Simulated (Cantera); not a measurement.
A freely propagating, adiabatic, planar premixed flame of CH4 : O2 : N2 = 1.3 : 3.03 : 10 (molar parts), unburnt at 675 K and 0.513 atm; mixture-averaged transport, grid criteria slope 0.08 and curve 0.16, no radiation.

Computed with Cantera and GRI-Mech 3.0 (53 species, 325 reactions). Burning velocities carry a grid error of a few per cent, more on coarse grids.

Problem. Predict: laminar burning velocity; thermal thickness; peak x(H); peak x(OH).

Solution. 
```
Quantity                     Value
------------------------  --------
laminar burning velocity  210 cm/s
thermal thickness         0.506 mm
peak x(H)                   0.0112
peak x(OH)                  0.0139
```
